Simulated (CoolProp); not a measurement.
The numbers come from the reference Helmholtz-energy equation of state, Thol 2017 in CoolProp.

Question: For octamethyltrisiloxane (MDM), give the phase and the density (kg/m³), cv (kJ/(kg K)), isothermal compressibility (1/MPa), fugacity coefficient at 149.85 °C and 3.72 MPa; 168.55 °C and 0.12 MPa; 66.25 °C and 0.0121 MPa.

Answer: 
- 149.85 °C and 3.72 MPa: liquid; density 693, cv 1.78, isothermal compressibility 0.00518, fugacity coefficient 0.0339
- 168.55 °C and 0.12 MPa: gas; density 8.37, cv 1.77, isothermal compressibility 9.09, fugacity coefficient 0.929
- 66.25 °C and 0.0121 MPa: liquid; density 773, cv 1.57, isothermal compressibility 0.00257, fugacity coefficient 0.404
